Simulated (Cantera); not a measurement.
A closed system holds: 1 mol Fe3O4, 4.4 mol C, 0.056 mol CO, equilibrated at 338 Torr.

These are equilibrium values from Cantera (NASA tables, ideal gas, pure condensed phases), not measurements of a reactor. Candidate condensed phases: C, Fe, Fe(CO)5, FeO, Fe2O3, Fe3O4; 15 gas species. Iron dissolves carbon and melts from about 1420 K in contact with it, which pure phases cannot show. Condensed phases not in the tables: cementite and carbon dissolved in iron. The numbers say what is thermodynamically allowed, not how fast it happens.

x: gas mole fraction; n: condensed amount in mol.

```tsv
T (K)	x CO	x Fe	x CO2	n C(graphite)	n Fe(δ)	n Fe(l)
1698	1.000	1.35e-5	6.44e-5	0.400	3.00	0
1723	1.000	2.03e-5	5.45e-5	0.400	3.00	0
1748	1.000	3.00e-5	4.63e-5	0.400	3.00	0
1773	1.000	4.39e-5	3.96e-5	0.400	3.00	0
1798	1.000	6.36e-5	3.40e-5	0.400	3.00	0
1823	1.000	___	___	0.400	0	3.00
1848	1.000	___	___	0.400	0	3.00
1873	1.000	0.000176	2.21e-5	0.400	0	3.00
1898	1.000	0.000241	1.93e-5	0.400	0	3.00
```

### Question
Fill in the missing entries.

### Answer

- 1848, x Fe: 0.000127
- 1848, x CO2: 2.54e-5
- 1823, x Fe: 9.05e-5
- 1823, x CO2: 2.93e-5
